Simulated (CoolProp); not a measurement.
Properties of R1123 along the isotherm 33.35 °C.

Values from CoolProp's reference Helmholtz-energy equation of state, Akasaka 2020.

```tsv
p (kPa)	phase	density (kg/m³)	cp (kJ/(kg K))
1670	gas	66.81	1.083
3330	liquid	959.9	1.830
5000	liquid	986.9	1.695
6670	liquid	1008	1.614
8330	liquid	1026	1.559
10000	liquid	1042	1.517
11700	liquid	1056	1.484
13300	liquid	1068	1.459
15000	liquid	1079	1.436
16700	liquid	1090	1.417
18300	liquid	1099	1.402
20000	liquid	1109	1.387
```
